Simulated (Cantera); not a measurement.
Cantera run, input and output.

```python
import numpy as np
import cantera as ct

gas = ct.Solution("gri30.yaml")
gas.TPX = 575, 41000, {'CH4': 1, 'C2H6': 0.11, 'O2': 4.4, 'N2': 13}
flame = ct.FreeFlame(gas, width=0.075)
flame.set_refine_criteria(ratio=3, slope=0.08, curve=0.16)
flame.transport_model = "mixture-averaged"
flame.solve(loglevel=0, auto=True)
z, T = flame.grid, flame.T
thick = (T[-1] - T[0]) / np.gradient(T, z).max()
show = ['CH4', 'C2H6', 'O2', 'NO', 'OH', 'C2H']
print(f"laminar burning velocity  {flame.velocity[0] * 100:.3f} cm/s")
print(f"burnt temperature         {T[-1]:.1f} K")
print(f"thermal thickness         {thick * 1e3:.4f} mm")
print(f"grid points               {len(z)}")
z0 = z[flame.heat_release_rate.argmax()]
print(f"{'z/mm':>9s}{'T/K':>9s}{'u/(m/s)':>9s}" + "".join(f"{s:>11s}" for s in show))
rows = []
for k in (-3, -2, -1.5, -1, -0.5, -0.25, 0, 0.25, 0.5, 1, 2, 4, 8):
    zz = z0 + k * thick
    rows.append([k * thick, np.interp(zz, z, T), np.interp(zz, z, flame.velocity),
                 *(np.interp(zz, z, flame.X[gas.species_index(s)]) for s in show)])
    print(f"{rows[-1][0] * 1e3:9.3f}{rows[-1][1]:9.1f}{rows[-1][2]:9.3f}" + "".join(f"{x:11.3e}" for x in rows[-1][3:]))
```

It prints:

```
laminar burning velocity  101.941 cm/s
burnt temperature         1968.2 K
thermal thickness         0.8435 mm
grid points               125
     z/mm      T/K  u/(m/s)        CH4       C2H6         O2         NO         OH        C2H
   -2.530    575.2    1.020  5.399e-02  5.940e-03  2.376e-01  3.001e-11  8.270e-12  9.606e-26
   -1.687    576.9    1.024  5.384e-02  5.934e-03  2.373e-01  3.330e-10  7.201e-10  9.585e-23
   -1.265    583.1    1.036  5.346e-02  5.917e-03  2.367e-01  1.555e-09  1.370e-08  1.012e-20
   -0.843    623.3    1.111  5.133e-02  5.783e-03  2.333e-01  1.247e-08  8.131e-07  1.318e-17
   -0.422    888.4    1.598  3.853e-02  4.291e-03  2.109e-01  1.409e-07  4.557e-05  6.763e-13
   -0.211   1198.7    2.173  2.285e-02  1.905e-03  1.811e-01  3.545e-07  3.916e-04  2.690e-10
    0.000   1507.6    2.748  6.594e-03  1.427e-04  1.454e-01  7.449e-07  2.413e-03  1.090e-08
    0.211   1640.5    2.990  7.226e-04  8.351e-07  1.245e-01  1.276e-06  5.226e-03  5.016e-09
    0.422   1684.0    3.061  4.603e-05  1.588e-09  1.167e-01  1.811e-06  6.549e-03  1.940e-10
    0.843   1736.4    3.140  2.141e-07  4.119e-14  1.115e-01  2.802e-06  7.413e-03  2.132e-13
    1.687   1802.5    3.244  3.554e-11  2.723e-20  1.088e-01  4.441e-06  7.559e-03  8.317e-18
    3.374   1870.4    3.352  4.460e-18  2.183e-29  1.078e-01  6.795e-06  6.706e-03  1.027e-24
    6.748   1921.9    3.433  3.948e-21  7.587e-32  1.077e-01  9.803e-06  5.152e-03  4.510e-29
```

Detailed kinetics in Cantera: GRI-Mech 3.0 (53 species, 325 reactions). Burning velocities carry a grid error of a few per cent, more on coarse grids.
